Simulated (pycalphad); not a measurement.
Freezing of Hf-C alloys with rising C

All values are pycalphad results on the COST 507 light-alloy database (1999) (1 atm), not direct measurements. These are 1990s assessments: newer ones move some temperatures and phases. Phase fractions are per mole of atoms.

Scheil-Gulliver runs (no diffusion in the solid, steps of 4 K) beside full equilibrium. Interstitial elements diffuse fast in the metal, so real castings lie closer to equilibrium.

```json
[
 {"alloy": "Hf-4.42C (at.%)", "liquidus (°C)": "[?]", "Scheil, half solid (°C)": "[?]", "Scheil, 80 % solid (°C)": "[?]", "Scheil, invariant end (°C)": "2206", "liquid left at that end": "[?]", "equilibrium solidus (°C)": "[?]"},
 {"alloy": "Hf-6.63C (at.%)", "liquidus (°C)": "2463", "Scheil, half solid (°C)": "2275", "Scheil, 80 % solid (°C)": "2219", "Scheil, invariant end (°C)": "2206", "liquid left at that end": "0.16", "equilibrium solidus (°C)": "2284"},
 {"alloy": "Hf-8.84C (at.%)", "liquidus (°C)": "2730", "Scheil, half solid (°C)": "2282", "Scheil, 80 % solid (°C)": "2223", "Scheil, invariant end (°C)": "2206", "liquid left at that end": "0.14", "equilibrium solidus (°C)": "2323"}
]
```

Some entries are withheld; supply them.


- Hf-4.42C (at.%), liquidus (°C): 2303
- Hf-4.42C (at.%), Scheil, half solid (°C): 2248
- Hf-4.42C (at.%), Scheil, 80 % solid (°C): at the invariant end
- Hf-4.42C (at.%), liquid left at that end: 0.23
- Hf-4.42C (at.%), equilibrium solidus (°C): 2239
